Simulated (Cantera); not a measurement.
A perfectly stirred reactor is fed with CH4 : H2O : H2 = 1 : 3.4 : 1.3 (molar parts), at 13300 Pa; it is held at 1350 K, and followed from long to short residence time.

Computed with Cantera and GRI-Mech 3.0 (53 species, 325 reactions).

| quantity | before | after |
|---|---|---|
| x(CH4) at τ = 13.0 s | 0.154 | 0.0537 |
| x(H2O) at τ = 13.0 s | 0.585 | 0.469 |
| x(H2) at τ = 13.0 s | 0.252 | 0.409 |
| x(CO) at τ = 13.0 s | 0.000503 | 0.0261 |
| x(C2H) at τ = 13.0 s | 4.17e-11 | 3.68e-9 |
| x(CH4) at τ = 70.0 ms | 0.175 | 0.170 |
| x(H2O) at τ = 70.0 ms | 0.596 | 0.594 |
| x(H2) at τ = 70.0 ms | 0.228 | 0.234 |
| x(CO) at τ = 70.0 ms | 2.32e-7 | 5.58e-5 |
| x(C2H) at τ = 70.0 ms | <1e-12 | 1.73e-10 |

Name the change that produced these shifts.
A. temperature 1350 to 1998 K
B. temperature 1350 to 1500 K
C. temperature 1350 to 1900 K
D. pressure from 13300 Pa to 1000000 Pa

B, temperature 1350 to 1500 K
